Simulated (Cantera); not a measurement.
# Thermodynamics of aluminium nitride and oxide growth, feed AlCl₃ + O₂ + N₂ + N₂O

A closed system holds: 1 mol AlCl₃, 15 mol O₂, 28 mol N₂, 26 mol N₂O, equilibrated at 3400 Pa.

Method: chemical equilibrium by Gibbs-energy minimisation in Cantera with the NASA 1993 tables (ideal gas, pure condensed phases). Candidate condensed phases: Al, AlCl₃, AlN, Al₂O₃; 24 gas species. Rates play no part.

```csv
T (K),x N₂,x O₂,x Cl,x Cl₂,x NO,x ClO,n Al₂O₃(s)
1073,0.652,0.329,0.000777,0.0177,7.53e-5,4.24e-6,0.500
1148,0.652,0.329,0.00190,0.0172,0.000147,8.80e-6,0.500
1223,0.651,0.328,0.00411,0.0160,0.000264,1.64e-5,0.500
1298,0.650,0.328,0.00785,0.0141,0.000443,2.74e-5,0.500
1373,0.648,0.327,0.0133,0.0113,0.000702,4.10e-5,0.500
1448,0.646,0.325,0.0198,0.00804,0.00106,5.48e-5,0.500
1523,0.643,0.324,0.0259,0.00492,0.00153,6.49e-5,0.500
```
x: gas mole fraction; n: condensed amount in mol.

From 1073 K to 1523 K the condensed part is Al₂O₃(s).
